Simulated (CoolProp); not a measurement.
Vapour pressure (bar) of methanol: the reference equation beside estimates from Tc = 513.4 K, pc = 82.16 bar, ω = 0.565. Clausius-Clapeyron is anchored at 286.2 K with a constant enthalpy of vaporisation of 38.03 kJ/mol.

Values from CoolProp's reference Helmholtz-energy equation of state, de Reuck 1993.

```csv
T (K),reference,Lee-Kesler,Clausius-Clapeyron,van der Waals,Redlich-Kwong,Soave-Redlich-Kwong,Peng-Robinson
275.4,0.04669,0.03402,0.04738,3.622,0.4676,0.03407,0.03844
286.2,0.08867,0.06937,0.08867,4.607,0.7440,0.06947,0.07677
297,0.1599,0.1328,0.1585,5.764,1.135,0.1329,0.1442
307.8,0.2755,0.2403,0.2721,7.107,1.669,0.2404,0.2568
318.6,0.4556,0.4137,0.4503,8.648,2.377,0.4136,0.4360
329.4,0.7262,0.6813,0.7210,10.40,3.291,0.6809,0.7095
340.2,1.120,1.078,1.120,12.38,4.444,1.078,1.112
351,1.677,1.647,1.694,14.59,5.870,1.647,1.684
361.9,2.452,2.446,2.509,17.07,7.621,2.447,2.484
372.7,3.488,3.517,3.618,19.78,9.698,3.523,3.553
383.5,4.852,4.928,5.112,22.76,12.15,4.945,4.962
394.3,6.617,6.749,7.087,26.01,15.01,6.787,6.782
405.1,8.863,9.054,9.656,29.55,18.31,9.127,9.089
415.9,11.68,11.92,12.94,33.37,22.08,12.05,11.97
```

Absolute difference from the reference over all 14 rows, mean and median: Lee-Kesler 7.7 and 3.0 %, Clausius-Clapeyron 3.2 and 1.4 %, van der Waals 1842.0 and 887.7 %, Redlich-Kwong 352.8 and 273.4 %, Soave-Redlich-Kwong 7.9 and 3.5 %, Peng-Robinson 4.9 and 2.5 %.
